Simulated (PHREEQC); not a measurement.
# Cooling-tower water: speciation

A made-up water analysis in mg/L, 70 °C, pH 6.22, pe 10.6:

| constituent | mg/L |
|---|---|
| Na | 37.7 |
| K | 10.9 |
| Ca | 215 |
| Mg | 58.5 |
| Cl | 348 |
| S(6) as SO4 | 119 |
| Alkalinity as HCO3 | 280 |
| F | 0.138 |

Valence states are taken as typed.

All values are PHREEQC results (ion-association model, wateq4f.dat), not measurements.

Precipitation was switched off in this run.

**Question.** Estimate the ionic strength, charge-balance error.

**Answer.** ionic strength 0.0234 mol/kgw; charge-balance error 1.8 %.

**Question.** In which forms is S present?

**Answer.** SO4-2 56 %, CaSO4 22 %, MgSO4 21 % of the S.

Complexes and solids missing from the database can't appear. Constants without temperature data keep their 25 °C values here.
